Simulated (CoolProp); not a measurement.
CF4 (R14) along the isotherm 252.2 K: density (kg/m³) from the reference equation and from simpler models built on Tc = 227.4 K, pc = 3762 kPa, ω = 0.178; each cubic takes its own stable root.

Computed with CoolProp (reference Helmholtz-energy equation of state, Platzer 1990). This equation is an older, rougher fit; its heat capacities, sound speeds and derivatives of the liquid may be far off and weren't checked against measurements.

| p (kPa) | phase | reference |
|---|---|---|
| 1180 | gas | 53.82 |
| 2350 | gas | 118.3 |
| 3530 | gas | 201.1 |
| 4700 | supercritical | 315.4 |
| 5880 | supercritical | 487.9 |
| 7050 | supercritical | 677.8 |
| 8230 | supercritical | 805.2 |
| 9410 | supercritical | 883.9 |
| 10600 | supercritical | 938.9 |
| 11800 | supercritical | 980.9 |
| 12900 | supercritical | 1012 |
| 14100 | supercritical | 1041 |
| 15300 | supercritical | 1066 |
| 16500 | supercritical | 1087 |
| 17600 | supercritical | 1105 |
| 18800 | supercritical | 1123 |

How far does each simpler model (ideal gas, Redlich-Kwong, Peng-Robinson) lie from the reference over these 16 states: mean and median of the absolute difference, and the worst?


- ideal gas: mean 39.8 %, median 41.5 %, worst -57.1 % at 252.2 K and 8230 kPa
- Redlich-Kwong: mean 2.8 %, median 3.0 %, worst -5.1 % at 252.2 K and 9410 kPa
- Peng-Robinson: mean 2.9 %, median 2.8 %, worst +6.6 % at 252.2 K and 18800 kPa
